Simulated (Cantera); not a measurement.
Charge: 1 mol MgO, 0.81 mol CH4, 1.5 mol H2, 4.5 mol C, at 82.5 Torr.

Equilibrium computed with Cantera from the NASA thermochemical tables; the gas is ideal and each condensed phase is pure. Candidate condensed phases: C, C6H6, C7H8, C8H18, H2O, Mg, MgCO3, MgO, Mg(OH)2; 116 gas species. The tables' values for MgH are old estimates; treat these amounts as uncertain. Kinetics and transport are ignored.

x: gas mole fraction; n: condensed amount in mol.

```json
[
 {"T (°C)": "925", "x H2": "0.998", "x CO": "1.29e-5", "x Mg": "1.29e-5", "x CH4": "0.00176", "x H": "5.73e-7", "x MgH": "2.93e-8", "n C(graphite)": "5.30", "n MgO(s)": "1.000"},
 {"T (°C)": "950", "x H2": "0.998", "x CO": "2.44e-5", "x Mg": "2.44e-5", "x CH4": "0.00146", "x H": "9.06e-7", "x MgH": "5.80e-8", "n C(graphite)": "5.31", "n MgO(s)": "1.000"},
 {"T (°C)": "975", "x H2": "0.999", "x CO": "4.52e-5", "x Mg": "4.52e-5", "x CH4": "0.00122", "x H": "1.41e-6", "x MgH": "1.12e-7", "n C(graphite)": "5.31", "n MgO(s)": "1.000"},
 {"T (°C)": "1000", "x H2": "0.999", "x CO": "8.17e-5", "x Mg": "8.16e-5", "x CH4": "0.00103", "x H": "2.15e-6", "x MgH": "2.09e-7", "n C(graphite)": "5.31", "n MgO(s)": "1.000"},
 {"T (°C)": "1025", "x H2": "0.999", "x CO": "0.000144", "x Mg": "0.000144", "x CH4": "0.000874", "x H": "3.23e-6", "x MgH": "3.83e-7", "n C(graphite)": "5.31", "n MgO(s)": "1.000"},
 {"T (°C)": "1050", "x H2": "0.999", "x CO": "0.000249", "x Mg": "0.000248", "x CH4": "0.000746", "x H": "4.78e-6", "x MgH": "6.85e-7", "n C(graphite)": "5.31", "n MgO(s)": "0.999"},
 {"T (°C)": "1075", "x H2": "0.999", "x CO": "0.000420", "x Mg": "0.000419", "x CH4": "0.000640", "x H": "6.97e-6", "x MgH": "1.20e-6", "n C(graphite)": "5.31", "n MgO(s)": "0.999"},
 {"T (°C)": "1100", "x H2": "0.998", "x CO": "?", "x Mg": "?", "x CH4": "?", "x H": "?", "x MgH": "2.05e-6", "n C(graphite)": "5.31", "n MgO(s)": "0.998"},
 {"T (°C)": "1125", "x H2": "0.997", "x CO": "0.00113", "x Mg": "0.00113", "x CH4": "0.000478", "x H": "1.42e-5", "x MgH": "3.44e-6", "n C(graphite)": "5.30", "n MgO(s)": "0.996"},
 {"T (°C)": "1150", "x H2": "0.996", "x CO": "?", "x Mg": "?", "x CH4": "?", "x H": "?", "x MgH": "5.67e-6", "n C(graphite)": "5.30", "n MgO(s)": "0.994"},
 {"T (°C)": "1175", "x H2": "0.994", "x CO": "0.00285", "x Mg": "0.00284", "x CH4": "0.000363", "x H": "2.77e-5", "x MgH": "9.17e-6", "n C(graphite)": "5.30", "n MgO(s)": "0.991"},
 {"T (°C)": "1200", "x H2": "0.991", "x CO": "0.00442", "x Mg": "0.00440", "x CH4": "0.000317", "x H": "3.80e-5", "x MgH": "1.46e-5", "n C(graphite)": "5.30", "n MgO(s)": "0.986"},
 {"T (°C)": "1225", "x H2": "0.986", "x CO": "0.00673", "x Mg": "0.00671", "x CH4": "0.000278", "x H": "5.15e-5", "x MgH": "2.28e-5", "n C(graphite)": "5.29", "n MgO(s)": "0.979"},
 {"T (°C)": "1250", "x H2": "0.979", "x CO": "0.0101", "x Mg": "0.0101", "x CH4": "0.000243", "x H": "6.90e-5", "x MgH": "3.51e-5", "n C(graphite)": "5.28", "n MgO(s)": "0.968"}
]
```

Task: Complete the blanks.

Result: 
- 1150, x CO: 0.00181
- 1150, x Mg: 0.00181
- 1150, x CH4: 0.000416
- 1150, x H: 2.00e-5
- 1100, x CO: 0.000697
- 1100, x Mg: 0.000695
- 1100, x CH4: 0.000552
- 1100, x H: 1.00e-5
